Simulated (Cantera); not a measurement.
A Cantera script and what it prints.

```python
import numpy as np
import cantera as ct

gas_names = [...]  # 49 gases of nasa_gas.yaml made of B, Cl, H, N, O
cond_names = """
    B(b) B(L) BN(s) B2O3(L) B3O3H3(cr) H2O(s) H2O(L) NH4CL(a) NH4CL(b)
""".split()


# ... load() reads the species with a 1 bar reference pressure and builds the phases ...
atoms = {
    'BN': {'B': 1, 'N': 1},
    'O2': {'O': 2},
    'HCl': {'H': 1, 'CL': 1},
}
top_T = {'BN(s)': 3200}  # K; cautious upper limits of use, not melting points


# ... equilibrate(T, P, feed) seeds the gas with the atoms and calls Mixture.equilibrate('TP', solver="vcs", rtol=1e-11, max_steps=5000) ...
results = []
P = 133.322  # Pa
for T in [1300, 1325, 1350, 1375, 1400, 1425, 1450, 1475, 1500]:
    for m in [1.3, 1.8, 2.3, 2.8, 3.3, 3.8, 4.3, 4.8, 5.4, 5.9, 6.4, 6.9]:
        feed = {'BN': 1, 'O2': m, 'HCl': 31}  # mol
        mix = equilibrate(T, P, feed)
        results.append((T, P, feed, dict(zip(mix.species_names, mix.species_moles))))

for T, P, feed, n in results:
    print(f"{T:7g} {feed['O2']:10.4g}  " + (" + ".join(c for c in cond_names if n.get(c, 0) > 1e-12) or "gas only"))
```

Result:

```
   1300        1.3  B2O3(L)
   1300        1.8  B2O3(L)
   1300        2.3  B2O3(L)
   1300        2.8  B2O3(L)
   1300        3.3  B2O3(L)
   1300        3.8  B2O3(L)
   1300        4.3  B2O3(L)
   1300        4.8  B2O3(L)
   1300        5.4  B2O3(L)
   1300        5.9  B2O3(L)
   1300        6.4  B2O3(L)
   1300        6.9  B2O3(L)
   1325        1.3  B2O3(L)
   1325        1.8  B2O3(L)
   1325        2.3  B2O3(L)
   1325        2.8  B2O3(L)
   1325        3.3  B2O3(L)
   1325        3.8  B2O3(L)
   1325        4.3  B2O3(L)
   1325        4.8  B2O3(L)
   1325        5.4  B2O3(L)
   1325        5.9  B2O3(L)
   1325        6.4  B2O3(L)
   1325        6.9  B2O3(L)
   1350        1.3  B2O3(L)
   1350        1.8  B2O3(L)
   1350        2.3  B2O3(L)
   1350        2.8  B2O3(L)
   1350        3.3  B2O3(L)
   1350        3.8  B2O3(L)
   1350        4.3  B2O3(L)
   1350        4.8  B2O3(L)
   1350        5.4  B2O3(L)
   1350        5.9  gas only
   1350        6.4  gas only
   1350        6.9  gas only
   1375        1.3  B2O3(L)
   1375        1.8  gas only
   1375        2.3  gas only
   1375        2.8  gas only
   1375        3.3  gas only
   1375        3.8  gas only
   1375        4.3  gas only
   1375        4.8  gas only
   1375        5.4  gas only
   1375        5.9  gas only
   1375        6.4  gas only
   1375        6.9  gas only
   1400        1.3  gas only
   1400        1.8  gas only
   1400        2.3  gas only
   1400        2.8  gas only
   1400        3.3  gas only
   1400        3.8  gas only
   1400        4.3  gas only
   1400        4.8  gas only
   1400        5.4  gas only
   1400        5.9  gas only
   1400        6.4  gas only
   1400        6.9  gas only
   1425        1.3  gas only
   1425        1.8  gas only
   1425        2.3  gas only
   1425        2.8  gas only
   1425        3.3  gas only
   1425        3.8  gas only
   1425        4.3  gas only
   1425        4.8  gas only
   1425        5.4  gas only
   1425        5.9  gas only
   1425        6.4  gas only
   1425        6.9  gas only
   1450        1.3  gas only
   1450        1.8  gas only
   1450        2.3  gas only
   1450        2.8  gas only
   1450        3.3  gas only
   1450        3.8  gas only
   1450        4.3  gas only
   1450        4.8  gas only
   1450        5.4  gas only
   1450        5.9  gas only
   1450        6.4  gas only
   1450        6.9  gas only
   1475        1.3  gas only
   1475        1.8  gas only
   1475        2.3  gas only
   1475        2.8  gas only
   1475        3.3  gas only
   1475        3.8  gas only
   1475        4.3  gas only
   1475        4.8  gas only
   1475        5.4  gas only
   1475        5.9  gas only
   1475        6.4  gas only
   1475        6.9  gas only
   1500        1.3  gas only
   1500        1.8  gas only
   1500        2.3  gas only
   1500        2.8  gas only
   1500        3.3  gas only
   1500        3.8  gas only
   1500        4.3  gas only
   1500        4.8  gas only
   1500        5.4  gas only
   1500        5.9  gas only
   1500        6.4  gas only
   1500        6.9  gas only
```

Cantera equilibrium calculation (NASA polynomials, part measured and part estimated; ideal gas, pure solids and liquids). The tables' values for BCl2 are old estimates.
